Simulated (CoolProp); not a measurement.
Saturation properties of C2F6 (R116) (Tc = 293.0 K, pc = 3048 kPa, ω = 0.257).

Model: reference Helmholtz-energy equation of state, Lemmon 2006, in CoolProp. It is a short technical equation, of lower accuracy than the large ones.

```csv
T (K),p (kPa),liquid viscosity (µPa s),vapour viscosity (µPa s)
186.1,60.94,503,8.72
194.8,99.93,425,9.11
203.6,156.9,362,9.50
212.4,236.0,311,9.89
221.2,(withheld),269,10.3
229.9,479.7,233,10.7
238.7,656.7,201,11.1
247.5,878.2,173,11.6
256.3,1151,(withheld),(withheld)
265,1478,125,13.1
```

**Question.** What belongs in the gaps?

**Answer.** 
- 221.2, p (kPa): 342.4
- 256.3, liquid viscosity (µPa s): 148
- 256.3, vapour viscosity (µPa s): 12.3

It boils at 195.1 K under 1 atm.

Viscosity comes from a separate model (Huber 2003), an estimate that may be off by 10 % or more.
